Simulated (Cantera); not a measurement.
**Hydrocarbon pyrolysis for carbon deposition**

An isothermal, constant-pressure homogeneous reactor starts with C₂H₆ : H₂ = 1 : 85 (molar parts), at 1900 K and 0.140 bar.

Detailed kinetics in Cantera: GRI-Mech 3.0 (53 species, 325 reactions). GRI-Mech 3.0 stops at C3 and has no aromatics, soot or wall deposition, so with more carbon than oxygen in the feed, carbon stays in small species such as C2H2 where larger ones or solid carbon would form.

```json
[
 {"t (s)": "5.00e-6", "x C₂H₆": "0.00904", "x H₂": "0.985", "x C₂H₄": "0.000303", "x H": "0.00157", "x CH₂": "1.36e-6", "x CH₃": "0.00191", "x C₂H₂": "1.30e-6"},
 {"t (s)": "2.15e-5", "x C₂H₆": "0.00119", "x H₂": "0.975", "x C₂H₄": "0.00239", "x H": "0.00586", "x CH₂": "1.25e-5", "x CH₃": "0.00247", "x C₂H₂": "0.000447"},
 {"t (s)": "9.25e-5", "x C₂H₆": "5.36e-6", "x H₂": "0.975", "x C₂H₄": "0.000636", "x H": "0.00560", "x CH₂": "8.89e-6", "x CH₃": "0.00166", "x C₂H₂": "0.00274"},
 {"t (s)": "0.000398", "x C₂H₆": "3.58e-6", "x H₂": "0.977", "x C₂H₄": "6.72e-5", "x H": "0.00401", "x CH₂": "4.80e-6", "x CH₃": "0.00117", "x C₂H₂": "0.00368"},
 {"t (s)": "0.00171", "x C₂H₆": "1.76e-6", "x H₂": "0.979", "x C₂H₄": "3.90e-5", "x H": "0.00241", "x CH₂": "1.78e-6", "x CH₃": "0.000670", "x C₂H₂": "0.00429"},
 {"t (s)": "0.00735", "x C₂H₆": "1.03e-6", "x H₂": "0.980", "x C₂H₄": "2.84e-5", "x H": "0.00201", "x CH₂": "1.10e-6", "x CH₃": "0.000482", "x C₂H₂": "0.00533"},
 {"t (s)": "0.0316", "x C₂H₆": "4.11e-7", "x H₂": "0.983", "x C₂H₄": "2.04e-5", "x H": "0.00205", "x CH₂": "7.32e-7", "x CH₃": "0.000306", "x C₂H₂": "0.00757"},
 {"t (s)": "0.136", "x C₂H₆": "6.03e-8", "x H₂": "0.985", "x C₂H₄": "1.76e-5", "x H": "0.00210", "x CH₂": "2.97e-7", "x CH₃": "0.000118", "x C₂H₂": "0.00992"},
 {"t (s)": "0.585", "x C₂H₆": "5.75e-9", "x H₂": "0.986", "x C₂H₄": "1.83e-5", "x H": "0.00212", "x CH₂": "8.94e-8", "x CH₃": "3.45e-5", "x C₂H₂": "0.0109"},
 {"t (s)": "2.51", "x C₂H₆": "2.06e-9", "x H₂": "0.986", "x C₂H₄": "1.85e-5", "x H": "0.00212", "x CH₂": "4.71e-8", "x CH₃": "1.80e-5", "x C₂H₂": "0.0111"},
 {"t (s)": "10.8", "x C₂H₆": "2.02e-9", "x H₂": "0.986", "x C₂H₄": "1.85e-5", "x H": "0.00212", "x CH₂": "4.63e-8", "x CH₃": "1.77e-5", "x C₂H₂": "0.0111"},
 {"t (s)": "46.5", "x C₂H₆": "2.02e-9", "x H₂": "0.986", "x C₂H₄": "1.85e-5", "x H": "0.00212", "x CH₂": "4.63e-8", "x CH₃": "1.77e-5", "x C₂H₂": "0.0111"},
 {"t (s)": "200", "x C₂H₆": "2.02e-9", "x H₂": "0.986", "x C₂H₄": "1.85e-5", "x H": "0.00212", "x CH₂": "4.63e-8", "x CH₃": "1.77e-5", "x C₂H₂": "0.0111"}
]
```
x: mole fraction; the columns are a selection and need not sum to one.

Equilibrium at this temperature and pressure: C₂H₆ 2.02e-9, H₂ 0.986, C₂H₄ 1.85e-5, H 0.00212, CH₂ 4.63e-8, CH₃ 1.77e-5, C₂H₂ 0.0111 (gas phase only).
